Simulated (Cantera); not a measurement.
A perfectly stirred reactor is fed with CH4 : O2 : N2 : H2O = 1 : 1.25 : 4.7 : 0.24 (molar parts), at 0.850 bar; it is adiabatic with a 400 K inlet, and is followed from long to short residence time, starting on the burning branch (τ in s: 0.085, 0.024, 0.007, 0.002, 0.00058, 0.00017, 4.8e-05, 1.4e-05, 4e-06).

Cantera simulation using GRI-Mech 3.0 (53 species, 325 reactions); the numbers are that mechanism's predictions, not measurements.

Task: What does this change do: O2 1.25 to 0.82 parts?

Result: 
| quantity | before | after |
|---|---|---|
| blow-out, bracketed by the residence times tried | burning at 2.00 ms, out at 0.580 ms | not reached |
| x(CH4) at τ = 85.0 ms | 0.00360 | 0.148 |
| x(O2) at τ = 85.0 ms | 0.000520 | 0.121 |
| x(H2O) at τ = 85.0 ms | 0.189 | 0.0355 |
| x(C2H) at τ = 85.0 ms | 1.15e-7 | <1e-12 |
| x(C2H4) at τ = 85.0 ms | 3.25e-5 | <1e-12 |
| x(CH4) at τ = 0.580 ms | 0.139 | 0.148 |
| x(O2) at τ = 0.580 ms | 0.174 | 0.121 |
| x(H2O) at τ = 0.580 ms | 0.0334 | 0.0355 |
| x(C2H) at τ = 0.580 ms | <1e-12 | <1e-12 |
| x(C2H4) at τ = 0.580 ms | <1e-12 | <1e-12 |
| state | not reached | not burning at any residence time tried |
